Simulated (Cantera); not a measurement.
Cantera run, input and output.

```python
import numpy as np
import cantera as ct

gas = ct.Solution("gri30.yaml")
gas.TPX = 750, 210000, {'H2': 1, 'O2': 0.746, 'N2': 2.81}
inlet = ct.Reservoir(gas, clone=True)
gas.equilibrate("HP")  # start burning
reactor = ct.IdealGasConstPressureReactor(gas, energy="on", clone=False)
exhaust = ct.Reservoir(gas, clone=True)
tau = [0.091, 0.036, 0.014, 0.0054, 0.0021, 0.00083, 0.00032, 0.00013, 4.9e-05][0]
for a, b in ((inlet, reactor), (reactor, exhaust)):
    ct.MassFlowController(a, b, mdot=lambda t: reactor.mass / tau)
net = ct.ReactorNet([reactor])
show = ['H2', 'O2', 'H2O', 'NO', 'O', 'NO2']

rows = []
print(f"{'tau/s':>10s}{'T/K':>9s}" + "".join(f"{s:>11s}" for s in show))
for tau in [0.091, 0.036, 0.014, 0.0054, 0.0021, 0.00083, 0.00032, 0.00013, 4.9e-05]:
    net.initial_time = 0.0
    net.advance(30 * tau)
    before = gas.X
    net.advance(40 * tau)
    drift = np.max(np.abs(gas.X - before) / (gas.X + 1e-9))
    rows.append([gas.T, *gas[show].X, drift])
    print(f"{tau:10.3e}{gas.T:9.1f}" + "".join(f"{x:11.3e}" for x in gas[show].X))
```

It prints:

```
     tau/s      T/K         H2         O2        H2O         NO          O        NO2
 9.100e-02   2299.1  1.496e-03  5.674e-02  2.407e-01  4.780e-03  8.395e-04  4.023e-06
 3.600e-02   2301.2  1.573e-03  5.756e-02  2.405e-01  3.047e-03  8.901e-04  2.578e-06
 1.400e-02   2301.0  1.739e-03  5.823e-02  2.401e-01  1.594e-03  9.841e-04  1.357e-06
 5.400e-03   2295.5  2.130e-03  5.856e-02  2.391e-01  7.785e-04  1.188e-03  6.634e-07
 2.100e-03   2280.1  3.011e-03  5.864e-02  2.372e-01  4.034e-04  1.651e-03  3.334e-07
 8.300e-04   2248.6  4.767e-03  5.867e-02  2.334e-01  2.223e-04  2.605e-03  1.651e-07
 3.200e-04   2190.9  7.902e-03  5.898e-02  2.270e-01  1.197e-04  4.378e-03  7.357e-08
 1.300e-04   2105.3  1.225e-02  5.990e-02  2.182e-01  7.062e-05  6.946e-03  3.584e-08
 4.900e-05   1973.7  1.828e-02  6.208e-02  2.057e-01  4.869e-05  1.051e-02  2.111e-08
```

Computed with Cantera and GRI-Mech 3.0 (53 species, 325 reactions). The hydrogen kinetics of GRI-Mech 3.0 are dated; newer H2 mechanisms differ, most at raised pressure.
